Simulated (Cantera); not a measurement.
Cantera run, input and output.

```python
import numpy as np
import cantera as ct

gas = ct.Solution("gri30.yaml", transport_model="mixture-averaged")
show = ['H2O', 'CH3', 'NH3']

rows = []
print(f"{'T/K':>7s}{'rho':>11s}{'cp':>10s}{'mu':>11s}{'lambda':>11s}{'Pr':>7s}" + "".join(f"{'D_' + s:>11s}" for s in show))
for T in [400, 550, 700, 850, 1000, 1150]:
    gas.TPX = T, 100000, {'CO': 0.66}
    Pr = gas.cp_mass * gas.viscosity / gas.thermal_conductivity
    D = [gas.mix_diff_coeffs_mole[gas.species_index(s)] for s in show]
    rows.append([gas.density, gas.cp_mass, gas.viscosity, gas.thermal_conductivity, Pr, *D])
    print(f"{T:7g}{gas.density:11.4e}{gas.cp_mass:10.1f}{gas.viscosity:11.4e}"
          f"{gas.thermal_conductivity:11.4e}{Pr:7.3f}" + "".join(f"{d:11.4e}" for d in D))
print("SI units: kg/m3, J/kg/K, Pa s, W/m/K, m2/s")
```

Result:

```
    T/K        rho        cp         mu     lambda     Pr      D_H2O      D_CH3      D_NH3
    400 8.4221e-01    1048.7 2.1957e-05 3.1736e-02  0.726 3.9639e-05 3.7655e-05 3.8315e-05
    550 6.1251e-01    1074.4 2.7416e-05 4.1080e-02  0.717 7.1919e-05 6.5343e-05 6.8836e-05
    700 4.8126e-01    1111.5 3.2254e-05 5.0222e-02  0.714 1.1137e-04 9.8517e-05 1.0591e-04
    850 3.9633e-01    1151.8 3.6678e-05 5.9050e-02  0.715 1.5722e-04 1.3669e-04 1.4887e-04
   1000 3.3688e-01    1184.0 4.0802e-05 6.7539e-02  0.715 2.0891e-04 1.7953e-04 1.9720e-04
   1150 2.9294e-01    1211.2 4.4693e-05 7.5693e-02  0.715 2.6602e-04 2.2676e-04 2.5057e-04
SI units: kg/m3, J/kg/K, Pa s, W/m/K, m2/s
```

Computed with Cantera and GRI-Mech 3.0 (53 species, 325 reactions).
